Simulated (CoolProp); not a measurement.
1000 sccm (0 °C, 1 atm) of nitrogen bubbles through liquid octamethyltrisiloxane (MDM) at 282.7 K and leaves saturated at a total pressure of 0.00434 MPa (ideal gas phase). Each further row changes one setting.

The numbers come from the reference Helmholtz-energy equation of state, Thol 2017 in CoolProp.

```tsv
case	vapour pressure (kPa)	mole fraction of vapour	delivery (mg/min)	delivery (sccm)	change of delivery for a bath 1 K warmer (%)
as stated	0.169	___	___	40.6	___
bath temperature 287.7 K	0.244	___	___	___	7.9
total pressure 0.00868 MPa	0.169	0.0195	210	19.9	7.9
```

Question: Complete the blanks.

Answer: 
- as stated, mole fraction of vapour: 0.0390
- as stated, delivery (mg/min): 428
- as stated, change of delivery for a bath 1 K warmer (%): 8.1
- bath temperature 287.7 K, mole fraction of vapour: 0.0562
- bath temperature 287.7 K, delivery (mg/min): 629
- bath temperature 287.7 K, delivery (sccm): 59.6
